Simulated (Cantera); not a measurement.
## Ignition delay

Mixture: H2 : O2 : N2 : NO = 1 : 0.294 : 1.11 : 0.0044 (molar parts), at 290000 Pa, adiabatic and at constant volume. Ignition delay is the time to a rise of 400 K.

Cantera simulation using GRI-Mech 3.0 (53 species, 325 reactions); the numbers are that mechanism's predictions, not measurements. The hydrogen kinetics of GRI-Mech 3.0 are dated; newer H2 mechanisms differ, most at raised pressure. The mechanism lacks 2 NO + O2 → 2 NO2 and HONO, so NO2 and the effect of NO are under-described below about 1400 K.

```json
[
 {"T0 (K)": "1025", "delay (ms)": "0.115"},
 {"T0 (K)": "1075", "delay (ms)": "0.0612"},
 {"T0 (K)": "1125", "delay (ms)": "0.0356"},
 {"T0 (K)": "1175", "delay (ms)": "0.0229"},
 {"T0 (K)": "1225", "delay (ms)": "0.0161"},
 {"T0 (K)": "1275", "delay (ms)": "0.0120"}
]
```

```
Quantity                                                Value
--------------------------------------------------  ---------
apparent activation energy between 1175 and 1275 K  81 kJ/mol
```
